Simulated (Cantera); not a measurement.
Input: 1 mol CuO, a varied amount of H2, equilibrated at 2075 K and 6900 Pa.

These are equilibrium values from Cantera (NASA tables, ideal gas, pure condensed phases), not measurements of a reactor. Candidate condensed phases: Cu, CuO, Cu(OH)2, Cu2O, H2O; 12 gas species. Rates play no part.

x: gas mole fraction; nothing condenses.

```csv
n(H2) (mol),x H2,x H2O,x Cu,x H,x Cu2
30,0.926,0.0321,0.0320,0.00976,…
41,0.943,0.0237,0.0236,0.00985,…
56,0.955,0.0174,0.0174,0.00991,…
76,0.964,0.0129,0.0129,0.00996,…
100,0.970,0.00984,0.00984,0.00999,…
140,0.976,0.00705,0.00705,0.0100,…
190,0.980,0.00520,0.00521,0.0100,…
260,0.982,0.00381,0.00381,0.0101,…
360,0.984,0.00275,0.00276,0.0101,…
490,0.986,0.00202,0.00203,0.0101,…
660,0.987,0.00150,0.00151,0.0101,…
900,0.988,0.00110,0.00110,0.0101,…
```

Problem. What belongs in the gaps?

Solution. 
- 30, x Cu2: 4.43e-5
- 41, x Cu2: 2.42e-5
- 56, x Cu2: 1.31e-5
- 76, x Cu2: 7.21e-6
- 100, x Cu2: 4.19e-6
- 140, x Cu2: 2.15e-6
- 190, x Cu2: 1.17e-6
- 260, x Cu2: 6.28e-7
- 360, x Cu2: 3.28e-7
- 490, x Cu2: 1.78e-7
- 660, x Cu2: 9.80e-8
- 900, x Cu2: 5.27e-8
